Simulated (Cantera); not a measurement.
An isothermal, constant-pressure homogeneous reactor starts with NO : N2 = 1 : 0.56 (molar parts), at 1775 K and 97.5 Torr. Integrator tolerance rtol = 1e-08.

Cantera simulation using GRI-Mech 3.0 (53 species, 325 reactions); the numbers are that mechanism's predictions, not measurements.

Q: What does this change do: pressure from 97.5 Torr to 20.0 Torr?

A: 
| quantity | before | after |
|---|---|---|
| x(NO) at 20.0 s | 0.347 (gas-phase equilibrium 0.00437) | 0.544 (gas-phase equilibrium 0.00437) |
| x(NO2) at 20.0 s | 0.000275 (gas-phase equilibrium 5.12e-6) | 0.000108 (gas-phase equilibrium 2.32e-6) |
| x(O2) at 20.0 s | 0.147 (gas-phase equilibrium 0.318) | 0.0482 (gas-phase equilibrium 0.318) |
| x(O) at 20.0 s | 0.000105 (gas-phase equilibrium 0.000151) | 0.000149 (gas-phase equilibrium 0.000333) |
| x(N2O) at 20.0 s | 4.18e-5 (gas-phase equilibrium 8.43e-8) | 9.68e-5 (gas-phase equilibrium 3.82e-8) |
| x(N2) at 20.0 s | 0.506 (gas-phase equilibrium 0.677) | 0.407 (gas-phase equilibrium 0.677) |
Radical loss at walls, strong at low pressure, is not modelled.

Q: What does this change do: NO 1 to 0.22 parts?

A: 
```
quantity                                             before                                    after
----------------  -----------------------------------------  ---------------------------------------
x(NO) at 20.0 s       0.347 (gas-phase equilibrium 0.00437)    0.205 (gas-phase equilibrium 0.00325)
x(NO2) at 20.0 s   0.000275 (gas-phase equilibrium 5.12e-6)  8.42e-5 (gas-phase equilibrium 2.52e-6)
x(O2) at 20.0 s         0.147 (gas-phase equilibrium 0.318)     0.0384 (gas-phase equilibrium 0.139)
x(O) at 20.0 s    0.000105 (gas-phase equilibrium 0.000151)  5.49e-5 (gas-phase equilibrium 9.97e-5)
x(N2O) at 20.0 s    4.18e-5 (gas-phase equilibrium 8.43e-8)  1.57e-5 (gas-phase equilibrium 7.06e-8)
x(N2) at 20.0 s         0.506 (gas-phase equilibrium 0.677)      0.756 (gas-phase equilibrium 0.857)
```
